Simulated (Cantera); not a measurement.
Charge: 1 mol SiH2Cl2, 21 mol NH3, 1.3 mol N2, at 0.135 Torr.

Method: chemical equilibrium by Gibbs-energy minimisation in Cantera with the NASA 1993 tables (ideal gas, pure condensed phases). Candidate condensed phases: NH4Cl, Si, Si3N4; 28 gas species. Gases not in the tables: Si2H6 and higher silanes. The numbers say what is thermodynamically allowed, not how fast it happens.

Which condensed phases are stable at each of these points (T (K)): 825, 925, 1025, 1125, 1225, 1325, 1425, 1525, 1625, 1725, 1825, 1925, 2025?


```csv
T (K),condensed phases,Si condensed (%)
825,Si3N4(s),100.0
925,Si3N4(s),100.0
1025,Si3N4(s),100.0
1125,Si3N4(s),100.0
1225,Si3N4(s),99.6
1325,Si3N4(s),97.5
1425,Si3N4(s),88.9
1525,Si(s),75.5
1625,Si(s),70.4
1725,Si(l),47.0
1825,gas only,0.0
1925,gas only,0.0
2025,gas only,0.0
```

From 825 K to 1425 K the condensed part is Si3N4(s). From 1525 K to 1625 K the condensed part is Si(s). At 1725 K the condensed part is Si(l). From 1825 K to 2025 K nothing is condensed.
